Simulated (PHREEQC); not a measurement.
Consider water at 85 °C with 12 mmol/kgw H3PO4, 32 mmol/kgw K2HPO4 and 33 mmol/kgw ZnSO4. Closed to the air; pH follows from the charge balance.

Equilibrium calculation in PHREEQC: ion-association model, wateq4f.dat.

```csv
quantity,before,after
pH,6.52,6.61
K+ (mol/kgw),0.0590,0.0619
H2PO4- (mol/kgw),0.0254,0.0245
HPO4-2 (mol/kgw),0.0180,0.0188
KHPO4- (mol/kgw),0.000558,0.000728
```

Name the change that produced these shifts.
A) ZnSO4 from 0.033 to 0.0495 mol/kgw
B) H3PO4 from 0.012 to 0.018 mol/kgw
C) K2HPO4 replaced by KHSO4 at the same molality
D) ZnSO4 from 0.033 to 0.0066 mol/kgw

D, ZnSO4 from 0.033 to 0.0066 mol/kgw

No solid was allowed to form. Some of these states are supersaturated (in Zincite(c) (slow to form), for instance). H3PO4, which wateq4f.dat lacks, is added to it with the constant of phreeqc.dat. At this temperature some constants are extrapolated from 25 °C, and those without enthalpy data are left unchanged. The database has no phosphate complexes of Zn.
